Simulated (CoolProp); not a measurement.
CH2F2 (R32) at 293.15 K and 0.698 MPa flows at 0.082 m/s in a round tube of 1 mm bore and 15 µm roughness, fully developed (64/Re and Nu = 3.66 if laminar; Colebrook and Gnielinski if turbulent). Each further row changes one setting.

Values from CoolProp's reference Helmholtz-energy equation of state, Tillner-Roth 1997.

```csv
case,Reynolds number,Darcy friction factor,pressure drop (Pa/m),heat-transfer coefficient (W/(m² K)),mass flow (kg/h)
as stated,103,0.624,34.6,51.4,0.00382
velocity 0.164 m/s,205,0.312,69.2,51.4,0.00765
diameter 2 mm,205,0.312,8.65,25.7,0.0153
```

Viscosity comes from a separate model (Bell 2016), an estimate that may be off by 10 % or more. Thermal conductivity comes from a separate model (Huber 2003), an estimate that may be off by 10 % or more.
